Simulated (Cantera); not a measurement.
Input (Python, Cantera) and output of one run.

```python
import numpy as np
import cantera as ct

gas_names = """
    C CN CO CO2 C2 CCN CNC C2N2 C2O C3 C3O2 C4 C4N2 C5 N NCO NO NO2 NO3 N2 N2O O O2 O3 Si SiC SiC2 SiN
    SiO SiO2 Si2 Si2C Si2N Si3
""".split()
cond_names = """
    C(gr) Si(cr) Si(L) SiC(b) SiO2(Lqz) SiO2(hqz) SiO2(L) Si2N2O(s) Si3N4(a)
""".split()


# ... load() reads the species with a 1 bar reference pressure and builds the phases ...
atoms = {
    'Si': {'Si': 1},
    'CO2': {'C': 1, 'O': 2},
    'N2': {'N': 2},
}
top_T = {'C(gr)': 4500, 'SiC(b)': 3050, 'Si2N2O(s)': 2100, 'Si3N4(a)': 2400}  # K; cautious upper limits of use, not melting points


# ... equilibrate(T, P, feed) seeds the gas with the atoms and calls Mixture.equilibrate('TP', solver="vcs", rtol=1e-11, max_steps=5000) ...
results = []
feed = {'Si': 1, 'CO2': 0.04, 'N2': 890}  # mol
P = 100  # Pa
for T in [900, 1050, 1200, 1350, 1500, 1650, 1800]:
    mix = equilibrate(T, P, feed)
    results.append((T, P, feed, dict(zip(mix.species_names, mix.species_moles))))

top = {s: max(r[3][s] / sum(r[3][g] for g in gas_names) for r in results) for s in gas_names}
cols = sorted((s for s in top if top[s] > 0.001), key=lambda s: -top[s])[:9]
seen = [c for c in cond_names if any(r[3].get(c, 0) > 1e-12 for r in results)]
print("log10 of partial pressures in bar; condensed amounts in mol")
print(f"{'T/K':>10s}" + "".join(f"{s[:9]:>10s}" for s in cols + seen))
for T, P, feed, n in results:
    ng = sum(n[g] for g in gas_names)
    print(f"{T:10.4g}" + "".join(f"{np.log10(max(n[s] / ng * P / 1e5, 1e-99)):10.3f}" for s in cols)
          + "".join(f"{n.get(c, 0):10.4g}" for c in seen))
```

Output:

```
log10 of partial pressures in bar; condensed amounts in mol
       T/K        N2        Si     C(gr)    SiC(b) Si2N2O(s)  Si3N4(a)
       900    -3.000   -24.988      0.04         0      0.08      0.28
      1050    -3.000   -19.211    0.0399         0    0.0799    0.2801
      1200    -3.000   -14.888     0.029         0   0.06899    0.2873
      1350    -3.000   -11.535         0         0    0.0384    0.3072
      1500    -3.000    -8.861         0         0         0    0.3196
      1650    -3.000    -6.680         0   0.03373         0     0.229
      1800    -3.000    -5.991         0         0         0         0
```

Method: chemical equilibrium by Gibbs-energy minimisation in Cantera with the NASA 1993 tables (ideal gas, pure condensed phases). N2 is the only nitrogen source here; it is nearly inert below about 1500 K, so the nitride shown seldom forms there in practice. Mutual solubility and eutectic melting of coexisting phases are not modelled. The tables' values for SiN are old estimates; treat these amounts as uncertain.
